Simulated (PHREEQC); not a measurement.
Metal-bearing waste water: an equilibrium model

Dissolve 0.067 mol/kgw CdCl2, 0.16 mol/kgw CaCl2, 0.00021 mol/kgw NaHCO3 and 0.28 mol/kgw Na2SO4 at 50 °C. Closed to the air; pH follows from the charge balance.

Computed with PHREEQC (ion-association model, wateq4f.dat).

Each row changes one thing in this solution. This is a speciation only: nothing precipitates in the calculation.

```csv
case,pH,ionic strength (mol/kgw),Cl- (mol/kgw),SO4-2 (mol/kgw),NaSO4- (mol/kgw),CdCl+ (mol/kgw),SI of CdOHCl (CdOHCl),SI of Mirabilite (Na2SO4:10H2O)
as made,6.49,0.927,0.369,0.131,0.0608,0.0304,-0.26,-2.68
CaCl2 replaced by Ca(NO3)2 at the same molality,6.48,0.957,0.0979,0.119,0.0553,0.0265,-0.33,-2.72
CaCl2 replaced by KCl at the same molality,6.54,0.823,0.234,0.152,0.0715,0.0296,-0.24,-2.61
NaHCO3 left out,5.89,0.927,0.369,0.131,0.0607,0.0305,…,-2.69
temperature from 50 to 40 °C,6.54,0.932,…,0.132,0.0598,0.0308,-0.35,-2.25
```

Task: Fill in the missing entries.

Result: 
- NaHCO3 left out, SI of CdOHCl (CdOHCl): -0.86
- temperature from 50 to 40 °C, Cl- (mol/kgw): 0.370

The ionic strength passes 0.7 mol/kgw, the rough limit of the ion-association models, in every such run. Some of these states are supersaturated (in Otavite, Gypsum, for instance). Constants without temperature data keep their 25 °C values here.
